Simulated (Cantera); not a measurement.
An isothermal, constant-pressure homogeneous reactor starts with CH₄ : CO₂ = 1 : 1.3 (molar parts), at 1473 K and 4.60 bar.

Model: GRI-Mech 3.0 (53 species, 325 reactions), integrated in Cantera.

One state of this run: x CH₄ = 0.401; x CO₂ = 0.553; x O₂ = <1e-12; x H₂O = 0.00222; x CH₂O = 2.13e-6; x CH₂CO = 1.63e-7; x CO = 0.00238. x: mole fraction; the columns are a selection and need not sum to one.

Problem. Which value of t (s) does it belong to?
A. 0.0266
B. 0.0563
C. 0.531
D. 0.0126

Solution. A, 0.0266
